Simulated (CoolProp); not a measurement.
Benzene at 568.68 K and 16.3 MPa is throttled through a valve to 9.79 MPa with no heat exchange. Each further row changes one setting.

Values from CoolProp's reference Helmholtz-energy equation of state, Thol 2012.

| case | temperature change (K) | final phase | final density (kg/m³) |
|---|---|---|---|
| as stated | -3.5 | supercritical | [?] |
| outlet pressure 2.94 MPa | [?] | [?] | 145 |
| outlet pressure 12.7 MPa | -1.5 | supercritical | [?] |

Problem. What belongs in the gaps?

Solution. 
- as stated, final density (kg/m³): 536
- outlet pressure 2.94 MPa, temperature change (K): -46.7
- outlet pressure 2.94 MPa, final phase: two-phase, vapour fraction 0.509
- outlet pressure 12.7 MPa, final density (kg/m³): 559
